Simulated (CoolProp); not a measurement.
50 sccm (0 °C, 1 atm) of nitrogen bubbles through liquid dimethyl carbonate at 293.3 K and leaves saturated at a total pressure of 0.123 MPa (ideal gas phase). Each further row changes one setting.

Values from CoolProp's reference Helmholtz-energy equation of state, Zhou 2011.

| case | vapour pressure (kPa) | mole fraction of vapour | delivery (mg/min) | delivery (sccm) | change of delivery for a bath 1 K warmer (%) |
|---|---|---|---|---|---|
| as stated | 5.64 | ? | 9.65 | 2.40 | ? |
| bath temperature 298.3 K | 7.32 | ? | 12.7 | 3.16 | 5.6 |
| total pressure 0.246 MPa | 5.64 | 0.0229 | ? | 1.17 | 5.6 |

What belongs in the gaps?


- as stated, mole fraction of vapour: 0.0458
- as stated, change of delivery for a bath 1 K warmer (%): 5.7
- bath temperature 298.3 K, mole fraction of vapour: 0.0595
- total pressure 0.246 MPa, delivery (mg/min): 4.71
